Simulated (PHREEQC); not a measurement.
A PHREEQC input (ion-association model, wateq4f.dat):

```
SOLUTION 1
  temp 39
  units mg/L
  pH 6.73
  pe 0.9
  Na 8.6
  K 0.99
  Ca 12.2
  Mg 7.26
  Cl 19.5
  S(6) 7.12 as SO4
  Alkalinity 52.9 as HCO3 charge
  Ba 1.94
END
USE solution 1
EQUILIBRIUM_PHASES 1
  Quartz 0 0.5
  CO2(g) -3.4 10
END
```

It stops with these messages:

```
ERROR: Alkalinity cannot be used with charge balance or solution phase boundary constraints.
ERROR: Program terminating due to input errors.
```

The fault: charge balance asked on alkalinity. The line should read `as HCO3` where the input has `as HCO3 charge`. With the mend the run ends at pH 8.21 and ionic strength 0.00224 mol/kgw.
